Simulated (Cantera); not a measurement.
Adiabatic ignition

An adiabatic, constant-volume homogeneous reactor starts with 18.9 % CH4, 1.42 % CO, 16.7 % O2, 62.9 % N2, equivalence ratio 2.3, at 1375 K and 248 Torr.

Detailed kinetics in Cantera: GRI-Mech 3.0 (53 species, 325 reactions).

| t (s) | T (K) | P (bar) | x CH4 | x CO | x O2 | x CH2 | x O |
|---|---|---|---|---|---|---|---|
| 6.00e-6 | 1375 | 0.330 | 0.189 | 0.0142 | 0.167 | <1e-12 | 6.01e-10 |
| 2.28e-5 | 1375 | 0.330 | 0.189 | 0.0142 | 0.167 | <1e-12 | 6.62e-10 |
| 8.68e-5 | 1375 | 0.330 | 0.189 | 0.0142 | 0.167 | <1e-12 | 9.14e-10 |
| 0.000330 | 1375 | 0.330 | 0.189 | 0.0142 | 0.167 | <1e-12 | 2.37e-9 |
| 0.00126 | 1375 | 0.330 | 0.189 | 0.0142 | 0.167 | 2.56e-11 | 1.12e-8 |
| 0.00478 | 1378 | 0.331 | 0.188 | 0.0142 | 0.167 | 2.16e-10 | 3.63e-8 |
| 0.0182 | 2504 | 0.733 | 2.29e-11 | 0.154 | 1.33e-5 | 2.96e-12 | 6.13e-5 |
| 0.0691 | 2503 | 0.733 | 1.93e-11 | 0.153 | 1.41e-5 | 2.61e-12 | 6.50e-5 |
| 0.263 | 2503 | 0.733 | 1.93e-11 | 0.153 | 1.41e-5 | 2.61e-12 | 6.50e-5 |
| 1.00 | 2503 | 0.733 | 1.93e-11 | 0.153 | 1.41e-5 | 2.61e-12 | 6.50e-5 |
x: mole fraction; the columns are a selection and need not sum to one.

time of steepest temperature rise: 15.6 ms
temperature at 1.00 s: 2503 K
equilibrium temperature: 2503 K
x(CH4) at 1.00 s: 1.93e-11 (gas-phase equilibrium 2.16e-11)
x(CO) at 1.00 s: 0.153 (gas-phase equilibrium 0.153)
x(O2) at 1.00 s: 1.41e-5 (gas-phase equilibrium 1.41e-5)
